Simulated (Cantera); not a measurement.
An isothermal, constant-pressure homogeneous reactor starts with 47.6 % NH3, 52.4 % N2, at 2148 K and 1.01 bar.

Detailed kinetics in Cantera: the gas-phase N/H chemistry of the illustrative SiF4/NH3 mechanism in the Surface Chemkin manual (1991). Walls and surfaces, which speed up NH3 decomposition in real reactors, are not modelled.

x: mole fraction; the columns are a selection and need not sum to one.

| t (s) | x NH3 | x N2 | x N2H2 | x H2 | x H |
|---|---|---|---|---|---|
| 5.00e-6 | 0.476 | 0.524 | 4.34e-8 | 0.000113 | ___ |
| 1.66e-5 | 0.475 | 0.524 | 6.48e-7 | 0.000403 | ___ |
| 5.52e-5 | 0.473 | 0.523 | 4.61e-6 | 0.00205 | ___ |
| 0.000183 | 0.464 | 0.523 | 6.27e-6 | 0.0107 | ___ |
| 0.000609 | 0.437 | 0.523 | 5.64e-6 | 0.0386 | ___ |
| 0.00202 | 0.360 | 0.522 | 4.24e-6 | 0.116 | ___ |
| 0.00672 | 0.203 | 0.519 | 2.04e-6 | 0.276 | ___ |
| 0.0223 | 0.0424 | 0.516 | 3.26e-7 | 0.440 | ___ |
| 0.0742 | 0.00101 | 0.515 | 2.54e-9 | 0.481 | 0.00270 |
| 0.246 | 0.000102 | 0.515 | 3.32e-11 | 0.482 | 0.00289 |
| 0.818 | 2.53e-5 | 0.515 | 3.68e-12 | 0.482 | 0.00289 |
| 2.72 | 7.86e-6 | 0.515 | 1.93e-12 | 0.482 | 0.00289 |
| 9.03 | 4.09e-6 | 0.515 | 1.79e-12 | 0.482 | 0.00289 |
| 30.0 | 3.88e-6 | 0.515 | 1.79e-12 | 0.482 | 0.00289 |

Question: Fill in the missing entries.

Answer: 
- 5.00e-6, x H: 1.60e-6
- 1.66e-5, x H: 1.98e-6
- 5.52e-5, x H: 5.70e-6
- 0.000183, x H: 1.84e-5
- 0.000609, x H: 5.25e-5
- 0.00202, x H: 0.000145
- 0.00672, x H: 0.000382
- 0.0223, x H: 0.000973
